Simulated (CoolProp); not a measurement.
Ethanol at 502.22 K and 3.31 MPa flows at 0.56 m/s in a round tube of 4.6 mm bore and 0.25 µm roughness, fully developed (64/Re and Nu = 3.66 if laminar; Colebrook and Gnielinski if turbulent). Each further row changes one setting.

Values from CoolProp's reference Helmholtz-energy equation of state, Schroeder 2014.

```csv
case,Reynolds number,Darcy friction factor,pressure drop (Pa/m),heat-transfer coefficient (W/(m² K)),mass flow (kg/h)
as stated,7740,0.0332,52.9,298,1.57
velocity 1.12 m/s,15500,0.0277,177,537,3.14
diameter 9.2 mm,15500,0.0276,22.1,268,6.28
```

Viscosity comes from a separate model (Kiselev 2005). Thermal conductivity comes from a separate model (Assael 2013).
